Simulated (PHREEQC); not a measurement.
Solution A (0.00026 mol Ag2SO4, 6.6e-05 mol KNO3 and 0.00045 mol Cu(NO3)2 per kg of water) is mixed with solution B (1.9 mmol/kgw Cd(NO3)2) at 20 °C; shares are by mass of water, 1 kg in all. O2 is buffered at 0.21 atm. CO2 from the air is kept out. No solid was allowed to form.

The numbers come from PHREEQC with the ion-association model, wateq4f.dat.

| share of solution B | pH | SO4-2 (mol/kgw) | CdSO4 (mol/kgw) | CuSO4 (mol/kgw) |
|---|---|---|---|---|
| 0 | 5.49 | 0.000244 | 0 | 1.40e-5 |
| 0.05 | 5.51 | 0.000229 | 3.83e-6 | 1.23e-5 |
| 0.1 | 5.52 | 0.000214 | 7.10e-6 | 1.08e-5 |
| 0.15 | 5.53 | 0.000200 | 9.84e-6 | 9.43e-6 |
| 0.2 | 5.54 | 0.000186 | 1.21e-5 | 8.18e-6 |
| 0.25 | 5.55 | 0.000173 | 1.39e-5 | 7.04e-6 |
| 0.3 | 5.57 | 0.000160 | 1.52e-5 | 6.00e-6 |
| 0.35 | 5.58 | 0.000147 | 1.62e-5 | 5.07e-6 |
| 0.4 | 5.60 | 0.000134 | 1.67e-5 | 4.24e-6 |
| 0.45 | 5.62 | 0.000122 | 1.69e-5 | 3.49e-6 |
| 0.5 | 5.63 | 0.000110 | 1.68e-5 | 2.83e-6 |
| 0.55 | 5.65 | 9.80e-5 | 1.63e-5 | 2.25e-6 |
| 0.6 | 5.68 | 8.64e-5 | 1.55e-5 | 1.75e-6 |
| 0.65 | 5.70 | 7.50e-5 | 1.45e-5 | 1.31e-6 |
| 0.7 | 5.73 | 6.37e-5 | 1.31e-5 | 9.49e-7 |
| 0.75 | 5.76 | 5.27e-5 | 1.15e-5 | 6.48e-7 |
| 0.8 | 5.80 | 4.18e-5 | 9.68e-6 | 4.07e-7 |
| 0.85 | 5.85 | 3.11e-5 | 7.59e-6 | 2.25e-7 |
| 0.9 | 5.91 | 2.06e-5 | 5.28e-6 | 9.82e-8 |
| 0.95 | 6.02 | 1.02e-5 | 2.74e-6 | 2.40e-8 |
| 1 | 6.53 | 0 | 0 | 0 |

Along this series the solution becomes supersaturated in solids that the run did not let form, among them Brochantite. Complexes and solids missing from the database can't appear.
